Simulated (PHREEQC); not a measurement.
Buffer

Solution (20 °C): 0.034 mol H3PO4 and 0.017 mol K2HPO4 per kg of water. Closed to the air; pH follows from the charge balance.

All values are PHREEQC results (ion-association model, wateq4f.dat), not measurements.

Precipitation was switched off in this run.

Question: Estimate the pH, ionic strength.

Answer: pH 2.51; ionic strength 0.0376 mol/kgw.

Question: In which forms is P present?

Answer: H2PO4- 74 %, H3PO4 26 % of the P.

H3PO4, which wateq4f.dat lacks, is added to it with the constant of phreeqc.dat.
